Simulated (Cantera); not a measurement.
Cantera run:

```python
import numpy as np
import cantera as ct

gas_names = """
    N2 CL2
""".split()
cond_names = """
    Si(cr) Si3N4(a)
""".split()


# ... load() reads the species with a 1 bar reference pressure and builds the phases ...
species = {s.name: s for s in load("nasa_gas.yaml", gas_names) + load("nasa_condensed.yaml", cond_names)}
T = 1475
g = {n: (s.thermo.h(T) - T * s.thermo.s(T)) / (ct.gas_constant * T * np.log(10)) for n, s in species.items()}
valid = cond_names  # the entries whose range holds T


def stable(la, lb):
    # potentials (over RT ln 10) of the two non-metals from log10 p(N2) and log10 p(CL2) in bar
    mu = {}
    mu["N"] = (g["N2"] + la) / 2
    mu["Cl"] = (g["CL2"] + lb) / 2
    cost = {}
    for n in valid:
        c = species[n].composition
        cost[n] = (g[n] - sum(c.get(e, 0) * m for e, m in mu.items())) / c["Si"]
    return min(cost, key=cost.get)


results = []
for lb in [1, -1.4, -3.8, -6.1, -8.5, -10.9, -13.2, -15.6, -18]:
    row = [stable(la, lb) for la in [-11, -10.4, -9.8, -9.3, -8.7, -8.1, -7.5, -6.9, -6.4, -5.8, -5.2, -4.6, -4.1, -3.5, -2.9, -2.3, -1.7, -1.2, -0.6, 0]]
    results.append(row)
    print(f"{lb:6.1f}  " + " ".join(f"{valid.index(n):x}" for n in row))
print("key: " + ", ".join(f"{i:x} {n}" for i, n in enumerate(valid)))
```

Output:

```
   1.0  0 0 0 0 0 0 0 0 0 0 0 0 1 1 1 1 1 1 1 1
  -1.4  0 0 0 0 0 0 0 0 0 0 0 0 1 1 1 1 1 1 1 1
  -3.8  0 0 0 0 0 0 0 0 0 0 0 0 1 1 1 1 1 1 1 1
  -6.1  0 0 0 0 0 0 0 0 0 0 0 0 1 1 1 1 1 1 1 1
  -8.5  0 0 0 0 0 0 0 0 0 0 0 0 1 1 1 1 1 1 1 1
 -10.9  0 0 0 0 0 0 0 0 0 0 0 0 1 1 1 1 1 1 1 1
 -13.2  0 0 0 0 0 0 0 0 0 0 0 0 1 1 1 1 1 1 1 1
 -15.6  0 0 0 0 0 0 0 0 0 0 0 0 1 1 1 1 1 1 1 1
 -18.0  0 0 0 0 0 0 0 0 0 0 0 0 1 1 1 1 1 1 1 1
key: 0 Si(cr), 1 Si3N4(a)
```

Cantera with NASA thermochemical tables; ideal gases at 1 bar, condensed phases pure. The tables' values for SiN are old estimates. Part of the grid cannot be reached: there another gas would pass 10 bar, or a non-metal would condense.
